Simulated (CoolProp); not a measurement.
Ethylbenzene along the isotherm 620 K: density (kg/m³) from the reference equation and from simpler models built on Tc = 617.1 K, pc = 3.622 MPa, ω = 0.304; each cubic takes its own stable root.

The numbers come from the reference Helmholtz-energy equation of state, Zhou 2012 in CoolProp.

| p (MPa) | phase | reference |
|---|---|---|
| 2.26 | gas | 63.22 |
| 4.53 | supercritical | 444.4 |
| 6.79 | supercritical | 503.4 |
| 9.06 | supercritical | 531.7 |
| 11.3 | supercritical | 551.1 |
| 13.6 | supercritical | 566.6 |
| 15.8 | supercritical | 578.9 |
| 18.1 | supercritical | 590.0 |

**Question.** How far does each simpler model (van der Waals, Redlich-Kwong, Soave-Redlich-Kwong, Peng-Robinson) lie from the reference over these 8 states: mean and median of the absolute difference, and the worst?

**Answer.** 
- van der Waals: mean 27.9 %, median 30.6 %, worst -33.6 % at 620 K and 4.53 MPa
- Redlich-Kwong: mean 12.9 %, median 12.8 %, worst -21.6 % at 620 K and 4.53 MPa
- Soave-Redlich-Kwong: mean 13.1 %, median 13.0 %, worst -22.1 % at 620 K and 4.53 MPa
- Peng-Robinson: mean 4.7 %, median 3.2 %, worst -14.1 % at 620 K and 4.53 MPa
